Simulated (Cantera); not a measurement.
Feed: 1 mol SiCl₄, 4.2 mol N₂, held at 3.10 mbar.

Method: chemical equilibrium by Gibbs-energy minimisation in Cantera with the NASA 1993 tables (ideal gas, pure condensed phases). Candidate condensed phases: Si, Si₃N₄; 13 gas species. The tables' values for SiCl₃ are old estimates; treat these amounts as uncertain. Equilibrium is a limit: real reactors are often held back by kinetics, nucleation or transport.

x: gas mole fraction; nothing condenses.

| T (°C) | x N₂ | x SiCl₄ | x Cl | x SiCl₃ |
|---|---|---|---|---|
| 575 | 0.808 | 0.192 | ___ | 6.86e-8 |
| 650 | 0.808 | 0.192 | ___ | 6.22e-7 |
| 725 | 0.808 | 0.192 | ___ | 4.11e-6 |
| 800 | 0.808 | 0.192 | ___ | 2.10e-5 |
| 875 | 0.808 | 0.192 | ___ | 8.70e-5 |
| 950 | 0.807 | 0.192 | ___ | 0.000302 |
| 1025 | 0.807 | 0.191 | ___ | 0.000901 |
| 1100 | 0.806 | 0.189 | ___ | 0.00235 |
| 1175 | 0.802 | 0.185 | ___ | 0.00540 |

Question: What belongs in the gaps?

Answer: 
- 575, x Cl: 4.84e-8
- 650, x Cl: 4.99e-7
- 725, x Cl: 3.56e-6
- 800, x Cl: 1.91e-5
- 875, x Cl: 8.21e-5
- 950, x Cl: 0.000295
- 1025, x Cl: 0.000917
- 1100, x Cl: 0.00254
- 1175, x Cl: 0.00641
